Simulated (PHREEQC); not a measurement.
Dissolve 0.0027 mol NaAlO2, 0.028 mol CO2 and 0.00094 mol CsBr per kg of water at 20 °C. Closed to the air; pH follows from the charge balance.

All values are PHREEQC results (ion-association model, wateq4f.dat), not measurements.

- pH = 5.79
- ionic strength = 0.00861 mol/kgw
- total alkalinity = 10.8 meq/kg

```tsv
species	molality	activity	log γ
CO2	0.0218	0.0218	0.001
HCO3-	0.00620	0.00566	-0.040
Na+	0.00269	0.00245	-0.041
Al(OH)2+	0.00160	0.00145	-0.040
Br-	0.000940	0.000854	-0.042
Cs+	0.000940	0.000854	-0.042
AlOH+2	0.000676	0.000467	-0.161
Al+3	0.000224	0.000105	-0.332
Al(OH)4-	0.000111	0.000101	-0.041
```

This is a speciation only: nothing precipitates in the calculation. Examples of supersaturated solids here: Al(OH)3(a), Boehmite (slow to form). Others may be too.
